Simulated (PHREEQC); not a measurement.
A solution holds 0.11 mol/kgw HF, 0.0033 mol/kgw NaF, 3.1e-07 mol/kgw H4SiO4 and 0.00092 mol/kgw H3PO4, at 25 °C and 100 atm. Closed to the air; pH follows from the charge balance.

Computed with PHREEQC (ion-association model, phreeqc.dat).

```
quantity                    before     after
------------------------  --------  --------
pH                            2.07      2.28
ionic strength (mol/kgw)    0.0127   0.00903
F- (mol/kgw)               0.00905   0.00719
HF2- (mol/kgw)             0.00326   0.00128
H3PO4 (mol/kgw)           0.000475  0.000367
```

Name the change that produced these shifts.
A) HF from 0.11 to 0.055 mol/kgw
B) temperature from 25 to 35 °C
C) HF from 0.11 to 0.011 mol/kgw
D) H4SiO4 left out

A, HF from 0.11 to 0.055 mol/kgw

Precipitation was switched off in this run. Under pressure, the constants of complexes without a molar volume in the database are unreliable. SiF6-2 is the database's only silicon fluoride.
